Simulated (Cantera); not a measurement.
A Cantera script and what it prints.

```python
import numpy as np
import cantera as ct

gas_names = [...]  # 109 gases of nasa_gas.yaml made of C, Cl, H, Si
cond_names = """
    C(gr) C6H6(L) C7H8(L) C8H18(L),n-octa Si(cr) Si(L) SiC(b)
""".split()


# ... load() reads the species with a 1 bar reference pressure and builds the phases ...
atoms = {
    'SiCl4': {'Si': 1, 'CL': 4},
    'CH4': {'C': 1, 'H': 4},
    'H2': {'H': 2},
}
top_T = {'C(gr)': 4500, 'SiC(b)': 3050}  # K; cautious upper limits of use, not melting points


# ... equilibrate(T, P, feed) seeds the gas with the atoms and calls Mixture.equilibrate('TP', solver="vcs", rtol=1e-11, max_steps=5000) ...
results = []
feed = {'SiCl4': 1, 'CH4': 0.031, 'H2': 5.4}  # mol
T = 2348.15  # K
P = 1000  # Pa
mix = equilibrate(T, P, feed)
results.append((T, P, feed, dict(zip(mix.species_names, mix.species_moles))))
x = sorted(zip(gas.X, gas.species_names), reverse=True)
print(f"T = {T:g} K  P = {P:g} Pa  gas = {mix.phase_moles(0):.4g} mol")
print("   x: " + "  ".join(f"{s} {v:.3e}" for v, s in x if v > 0.001))
print("   condensed (mol): " + ("  ".join(f"{mix.phase(i).name} {mix.phase_moles(i):.4g}"
      for i in range(1, mix.n_phases) if mix.phase_moles(i) > 1e-12) or "none"))
```

Output:

```
T = 2348.15 K  P = 1000 Pa  gas = 8.313 mol
   x: H2 4.688e-01  HCL 2.902e-01  H 8.462e-02  SiCL2 7.130e-02  CL 3.754e-02  Si 3.349e-02  SiCL 1.008e-02  Si2C 1.639e-03
   condensed (mol): none
```

Method: chemical equilibrium by Gibbs-energy minimisation in Cantera with the NASA 1993 tables (ideal gas, pure condensed phases). The tables' values for SiCl, SiCl3 are old estimates; treat these amounts as uncertain. Gases not in the tables: Si2H6 and higher silanes.
